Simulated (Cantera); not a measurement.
**Transport properties of process gases**

Gas mixture: 100 % C3H8, at 5.00 bar, frozen composition.

Cantera's kinetic-theory transport with the Lennard-Jones parameters of GRI-Mech 3.0, ideal gas; thermal conductivity in the multicomponent form. The composition is frozen, though it would react at the higher temperatures.

```json
[
 {"T (K)": "400", "ρ (kg/m³)": "6.63", "cp (J/kg/K)": "2134", "μ (µPa s)": "10.9", "λ (mW/m/K)": "30.6", "Pr": "0.758", "D (cm²/s) H": "0.230", "D (cm²/s) O": "0.0604", "D (cm²/s) CH3": "0.0437"},
 {"T (K)": "600", "ρ (kg/m³)": "4.42", "cp (J/kg/K)": "2917", "μ (µPa s)": "15.5", "λ (mW/m/K)": "59.5", "Pr": "0.759", "D (cm²/s) H": "0.477", "D (cm²/s) O": "0.123", "D (cm²/s) CH3": "0.0907"},
 {"T (K)": "800", "ρ (kg/m³)": "3.31", "cp (J/kg/K)": "3512", "μ (µPa s)": "19.4", "λ (mW/m/K)": "90.1", "Pr": "0.758", "D (cm²/s) H": "0.788", "D (cm²/s) O": "0.201", "D (cm²/s) CH3": "0.150"},
 {"T (K)": "1000", "ρ (kg/m³)": "2.65", "cp (J/kg/K)": "3960", "μ (µPa s)": "23.0", "λ (mW/m/K)": "120", "Pr": "0.756", "D (cm²/s) H": "1.16", "D (cm²/s) O": "0.293", "D (cm²/s) CH3": "0.220"},
 {"T (K)": "1200", "ρ (kg/m³)": "2.21", "cp (J/kg/K)": "4267", "μ (µPa s)": "26.2", "λ (mW/m/K)": "148", "Pr": "0.754", "D (cm²/s) H": "1.57", "D (cm²/s) O": "0.398", "D (cm²/s) CH3": "0.300"},
 {"T (K)": "1400", "ρ (kg/m³)": "1.89", "cp (J/kg/K)": "4523", "μ (µPa s)": "29.1", "λ (mW/m/K)": "175", "Pr": "0.753", "D (cm²/s) H": "2.04", "D (cm²/s) O": "0.515", "D (cm²/s) CH3": "0.388"},
 {"T (K)": "1600", "ρ (kg/m³)": "1.66", "cp (J/kg/K)": "4734", "μ (µPa s)": "31.9", "λ (mW/m/K)": "201", "Pr": "0.751", "D (cm²/s) H": "2.56", "D (cm²/s) O": "0.644", "D (cm²/s) CH3": "0.486"}
]
```
D: mixture-averaged diffusion coefficient of that species in the mixture.
